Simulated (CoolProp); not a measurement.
Vapour pressure (kPa) of carbon dioxide: the reference equation beside estimates from Tc = 304.1 K, pc = 7377 kPa, ω = 0.224. Clausius-Clapeyron is anchored at 254 K with a constant enthalpy of vaporisation of 12.35 kJ/mol.

Values from CoolProp's reference Helmholtz-energy equation of state, Span 1996.

```json
[
 {"T (K)": "229.5", "reference": "876.1", "Lee-Kesler": "876.5", "Clausius-Clapeyron": "1083", "van der Waals": "2147", "Redlich-Kwong": "1179", "Soave-Redlich-Kwong": "?", "Peng-Robinson": "869.1"},
 {"T (K)": "235.6", "reference": "1098", "Lee-Kesler": "1098", "Clausius-Clapeyron": "1281", "van der Waals": "2433", "Redlich-Kwong": "1437", "Soave-Redlich-Kwong": "1101", "Peng-Robinson": "?"},
 {"T (K)": "241.8", "reference": "1364", "Lee-Kesler": "?", "Clausius-Clapeyron": "1505", "van der Waals": "2748", "Redlich-Kwong": "1736", "Soave-Redlich-Kwong": "1369", "Peng-Robinson": "1352"},
 {"T (K)": "247.9", "reference": "1669", "Lee-Kesler": "1666", "Clausius-Clapeyron": "1751", "van der Waals": "3082", "Redlich-Kwong": "2070", "Soave-Redlich-Kwong": "1677", "Peng-Robinson": "1656"},
 {"T (K)": "254", "reference": "2022", "Lee-Kesler": "?", "Clausius-Clapeyron": "2022", "van der Waals": "3441", "Redlich-Kwong": "?", "Soave-Redlich-Kwong": "2033", "Peng-Robinson": "2007"},
 {"T (K)": "260.1", "reference": "2426", "Lee-Kesler": "2417", "Clausius-Clapeyron": "2319", "van der Waals": "3824", "Redlich-Kwong": "2864", "Soave-Redlich-Kwong": "2442", "Peng-Robinson": "2412"},
 {"T (K)": "266.2", "reference": "2886", "Lee-Kesler": "2874", "Clausius-Clapeyron": "2643", "van der Waals": "4233", "Redlich-Kwong": "3329", "Soave-Redlich-Kwong": "2909", "Peng-Robinson": "2874"},
 {"T (K)": "272.3", "reference": "3407", "Lee-Kesler": "3393", "Clausius-Clapeyron": "2995", "van der Waals": "4668", "Redlich-Kwong": "3842", "Soave-Redlich-Kwong": "3437", "Peng-Robinson": "3399"},
 {"T (K)": "278.4", "reference": "3995", "Lee-Kesler": "3979", "Clausius-Clapeyron": "3375", "van der Waals": "5130", "Redlich-Kwong": "4405", "Soave-Redlich-Kwong": "4031", "Peng-Robinson": "3992"},
 {"T (K)": "284.5", "reference": "4655", "Lee-Kesler": "4640", "Clausius-Clapeyron": "3784", "van der Waals": "5618", "Redlich-Kwong": "5021", "Soave-Redlich-Kwong": "4697", "Peng-Robinson": "4660"}
]
```

Question: Complete the blanks.

Answer: 
- 229.5, Soave-Redlich-Kwong: 877.6
- 235.6, Peng-Robinson: 1089
- 241.8, Lee-Kesler: 1363
- 254, Lee-Kesler: 2016
- 254, Redlich-Kwong: 2445

Absolute difference from the reference over all 10 rows, mean and median: Lee-Kesler 0.3 and 0.3 %, Clausius-Clapeyron 11.5 and 11.2 %, van der Waals 71.3 and 63.9 %, Redlich-Kwong 20.2 and 19.5 %, Soave-Redlich-Kwong 0.6 and 0.6 %, Peng-Robinson 0.5 and 0.7 %.
